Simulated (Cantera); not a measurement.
A Cantera script and what it prints.

```python
import numpy as np
import cantera as ct

gas_names = [...]  # 95 gases of nasa_gas.yaml made of C, F, H
cond_names = """
    C(gr) C6H6(L) C7H8(L) C8H18(L),n-octa
""".split()


# ... load() reads the species with a 1 bar reference pressure and builds the phases ...
atoms = {
    'C2F6': {'C': 2, 'F': 6},
    'CH4': {'C': 1, 'H': 4},
}
top_T = {'C(gr)': 4500}  # K; cautious upper limits of use, not melting points


# ... equilibrate(T, P, feed) seeds the gas with the atoms and calls Mixture.equilibrate('TP', solver="vcs", rtol=1e-11, max_steps=5000) ...
results = []
feed = {'C2F6': 1, 'CH4': 0.094}  # mol
P = 13  # Pa
for T in [1098, 1198, 1298, 1398, 1498, 1598, 1698, 1798, 1898, 1998, 2098, 2198]:
    mix = equilibrate(T, P, feed)
    results.append((T, P, feed, dict(zip(mix.species_names, mix.species_moles))))

top = {s: max(r[3][s] / sum(r[3][g] for g in gas_names) for r in results) for s in gas_names}
cols = sorted((s for s in top if top[s] > 0.001), key=lambda s: -top[s])[:9]
seen = [c for c in cond_names if any(r[3].get(c, 0) > 1e-12 for r in results)]
print("log10 of partial pressures in bar; condensed amounts in mol")
print(f"{'T/K':>10s}" + "".join(f"{s[:9]:>10s}" for s in cols + seen))
for T, P, feed, n in results:
    ng = sum(n[g] for g in gas_names)
    print(f"{T:10.4g}" + "".join(f"{np.log10(max(n[s] / ng * P / 1e5, 1e-99)):10.3f}" for s in cols)
          + "".join(f"{n.get(c, 0):10.4g}" for c in seen))
```

Output:

```
log10 of partial pressures in bar; condensed amounts in mol
       T/K         F       CF4       CF2        HF        CF       CF3     C(gr)
      1098   -10.735    -3.989    -9.945    -4.562   -16.686   -10.396     0.688
      1198    -9.479    -3.989    -8.826    -4.562   -14.751    -9.491     0.688
      1298    -8.417    -3.989    -7.882    -4.562   -13.117    -8.726    0.6879
      1398    -7.507    -3.989    -7.075    -4.562   -11.718    -8.072    0.6875
      1498    -6.718    -3.991    -6.378    -4.563   -10.508    -7.508    0.6857
      1598    -6.029    -3.999    -5.773    -4.567    -9.453    -7.019    0.6792
      1698    -5.426    -4.026    -5.251    -4.581    -8.528    -6.604    0.6603
      1798    -4.904    -4.108    -4.817    -4.623    -7.722    -6.279    0.6147
      1898    -4.476    -4.338    -4.509    -4.725    -7.041    -6.106    0.5399
      1998    -4.183    -4.912    -4.416    -4.888    -6.521    -6.227    0.5958
      2098    -4.040    -5.917    -4.576    -4.997    -6.173    -6.701     1.024
      2198    -3.976    -7.099    -4.856    -5.044    -5.925    -7.334      1.46
```

These are equilibrium values from Cantera (NASA tables, ideal gas, pure condensed phases), not measurements of a reactor. The feed counts by its element totals alone. Gases not in the tables: C2F6 and larger saturated fluorocarbons.
